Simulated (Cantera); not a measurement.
# Reactions in the system H-O-V

Cantera with NASA thermochemical tables; ideal gases at 1 bar, condensed phases pure. Values are per mole of reaction as written; species without (g) are pure solids or liquids, kept so even where they would boil at 1 bar.

2 V₂O₄ + H₂(g) → 2 V₂O₃ + H₂O₂(g)

| T (K) | ΔH° (kJ) | ΔS° (J/K) | ΔG° (kJ) | log10 K |
|---|---|---|---|---|
| 973 | 251.3 | 20.8 | 231.1 | -12.41 |
| 998 | 250.9 | 20.4 | 230.6 | -12.07 |
| 1023 | 250.6 | 20.1 | 230.1 | -11.75 |
| 1048 | 250.3 | 19.8 | 229.6 | -11.44 |
| 1073 | 250.0 | 19.5 | 229.1 | -11.15 |
| 1098 | 249.7 | 19.2 | 228.6 | -10.87 |
| 1123 | 249.4 | 19.0 | 228.1 | -10.61 |
| 1148 | 249.2 | 18.8 | 227.6 | -10.36 |
| 1173 | 248.9 | 18.6 | 227.2 | -10.12 |
| 1198 | 248.7 | 18.4 | 226.7 | -9.89 |
